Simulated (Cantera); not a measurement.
An adiabatic, constant-pressure homogeneous reactor starts with 11.2 % CH4, 18.7 % O2, 70.1 % N2, at 1175 K and 1400000 Pa.

Detailed kinetics in Cantera: GRI-Mech 3.0 (53 species, 325 reactions). The pressure lies above the range GRI-Mech 3.0 was tuned for (to about 10 atm).

One state of this run: T (K) = 2752; x CH4 = 1.11e-12; x O2 = 0.00124; x C2H6 = <1e-12; x H2O = 0.184; x OH = 0.00575. x: mole fraction; the columns are a selection and need not sum to one.

Task: Which value of t (s) does it belong to?
(A) 0.000103
(B) 0.00132
(C) 0.0169
(D) 0.000368

Result: C, 0.0169
